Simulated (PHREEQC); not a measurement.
**Alkaline etch or developer (model solution)**

Dissolve 14 mmol/kgw NaOH and 0.35 mmol/kgw NaAlO2 at 25 °C. Closed to the air; pH follows from the charge balance.

Equilibrium calculation in PHREEQC: ion-association model, phreeqc.dat.

Precipitation was switched off in this run.

Problem. What pH does the model give?

Solution. pH 12.09.

Species that the database lacks are ignored.
